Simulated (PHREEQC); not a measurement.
Consider water at 25 °C with 68 mmol/kgw H2SeO3. Closed to the air; pH follows from the charge balance.

The numbers come from PHREEQC with the ion-association model, wateq4f.dat.

```csv
quantity,before,after
pH,1.99,2.39
ionic strength (mol/kgw),0.0111,0.00434
H2SeO3 (mol/kgw),0.0569,0.00926
HSeO3- (mol/kgw),0.0111,0.00434
SeO3-2 (mol/kgw),4.81e-9,4.18e-9
```

Q: What was changed between the two runs?
(A) diluted 100-fold with water
(B) H2SeO3 from 0.068 to 0.0136 mol/kgw
(C) temperature from 25 to 40 °C
(D) 0.0014 mol/kgw NaH2PO4 added

A: B, H2SeO3 from 0.068 to 0.0136 mol/kgw

Precipitation was switched off in this run.
